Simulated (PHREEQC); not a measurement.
Dissolve 0.23 mol KH2PO4 and 6.5e-05 mol Na2CO3 per kg of water at 25 °C. Closed to the air; pH follows from the charge balance.

All values are PHREEQC results (ion-association model, phreeqc.dat), not measurements.

```json
[
 {"quantity": "pH", "before": "4.42", "after": "4.44"},
 {"quantity": "ionic strength (mol/kgw)", "before": "0.231", "after": "0.232"},
 {"quantity": "HPO4-2 (mol/kgw)", "before": "0.000961", "after": "0.00155"},
 {"quantity": "H3PO4 (mol/kgw)", "before": "0.000900", "after": "0.00153"},
 {"quantity": "KHPO4- (mol/kgw)", "before": "0.000116", "after": "0.000157"}
]
```

### Question
What was changed between the two runs?
(A) diluted 100-fold with water
(B) Na2CO3 replaced by (NH4)2CO3 at the same molality
(C) Na2CO3 left out
(D) temperature from 25 to 90 °C

### Answer
D, temperature from 25 to 90 °C

No solid was allowed to form. At this temperature some constants are extrapolated from 25 °C, and those without enthalpy data are left unchanged.
